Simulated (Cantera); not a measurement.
**Boron, boron nitride and boron oxide: BCl3 + NH3 + H2**

Input: 1 mol BCl3, 19 mol NH3, 9.6 mol H2, equilibrated at 1675 °C and 0.350 bar.

Equilibrium computed with Cantera from the NASA thermochemical tables; the gas is ideal and each condensed phase is pure. Candidate condensed phases: B, BN, NH4Cl; 21 gas species. The tables' values for BCl are old estimates; treat these amounts as uncertain. Rates play no part.

```json
{
  "x(H2)": "0.752",
  "x(N2)": "0.185",
  "x(HCl)": "0.0615",
  "x(H)": "0.00166",
  "x(Cl)": "0.000102",
  "x(BCl)": "5.39e-5",
  "x(BH2)": "7.41e-6",
  "x(BCl2)": "5.38e-6",
  "x(BCl3)": "2.33e-6",
  "n(BN(s))": "0.997 mol",
  "gas_amount": "48.65 mol",
  "log10 activity of B(s) (absent)": "-1.54"
}
```
